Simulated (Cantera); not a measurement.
**Boron, boron nitride and boron oxide: B + H2O**

Feed: 1 mol B, 10 mol H2O, held at 1.00 Torr.

Method: chemical equilibrium by Gibbs-energy minimisation in Cantera with the NASA 1993 tables (ideal gas, pure condensed phases). Candidate condensed phases: B, B2O3, B3O3H3, H2O; 23 gas species. Gases not in the tables: H3BO3. Rates play no part.

From 1550 K to 2100 K nothing is condensed.

```tsv
T (K)	x H2O	x H2	x HBO2	x H	x OH	x O2	x O	x BO2
1550	0.762	0.143	0.0942	0.000326	5.85e-5	2.80e-7	1.13e-7	8.90e-6
1600	0.762	0.143	0.0941	0.000562	0.000118	9.43e-7	3.86e-7	1.78e-5
1650	0.762	0.142	0.0939	0.000939	0.000227	2.96e-6	1.22e-6	3.42e-5
1700	0.761	0.142	0.0937	0.00152	0.000421	8.68e-6	3.61e-6	6.32e-5
1750	0.761	0.142	0.0934	0.00240	0.000754	2.40e-5	1.00e-5	0.000113
1800	0.759	0.141	0.0930	0.00369	0.00131	6.27e-5	2.64e-5	0.000195
1850	0.757	0.141	0.0926	0.00554	0.00220	0.000155	6.58e-5	0.000326
1900	0.753	0.141	0.0920	0.00815	0.00359	0.000365	0.000156	0.000530
1950	0.748	0.141	0.0911	0.0118	0.00568	0.000813	0.000353	0.000837
2000	0.738	0.141	0.0899	0.0167	0.00874	0.00171	0.000757	0.00128
2050	0.724	0.143	0.0882	0.0235	0.0130	0.00334	0.00154	0.00191
2100	0.702	0.147	0.0859	0.0327	0.0186	0.00604	0.00296	0.00275
```
x: gas mole fraction; nothing condenses.
